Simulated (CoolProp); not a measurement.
Vapour-liquid equilibrium of carbonyl sulfide (1) + propane (2) at 16.5 bar; x and y are mole fractions of (1).

Model: multi-fluid Helmholtz-energy mixture model, Lemmon 2006 and Lemmon 2009; pair parameters Bell 2016, in CoolProp.

| x | bubble temperature (°C) | y at the bubble point | dew temperature at overall composition x (°C) | liquid density (mol/L) |
|---|---|---|---|---|
| 0.05 | 47.3 | 0.063 | 47.5 | 10.46 |
| 0.125 | 46.1 | 0.152 | 46.5 | 10.79 |
| 0.2 | 44.9 | 0.237 | 45.4 | 11.12 |
| 0.275 | 43.9 | 0.318 | 44.4 | 11.48 |
| 0.35 | 42.9 | 0.396 | 43.5 | 11.84 |
| 0.425 | 42.0 | 0.472 | 42.6 | 12.23 |
| 0.5 | 41.2 | 0.547 | 41.7 | 12.64 |
| 0.575 | 40.3 | 0.620 | 40.8 | 13.06 |
| 0.65 | 39.5 | 0.691 | 40.0 | 13.51 |
| 0.725 | 38.7 | 0.761 | 39.1 | 13.99 |
| 0.8 | 37.8 | 0.830 | 38.2 | 14.49 |
| 0.875 | 37.0 | 0.896 | 37.3 | 15.01 |
| 0.95 | 36.1 | 0.960 | 36.3 | 15.57 |

No azeotrope shows between x = 0.05 and 0.95.

The pair parameters rest on a limited set of measurements; away from them the model extrapolates.
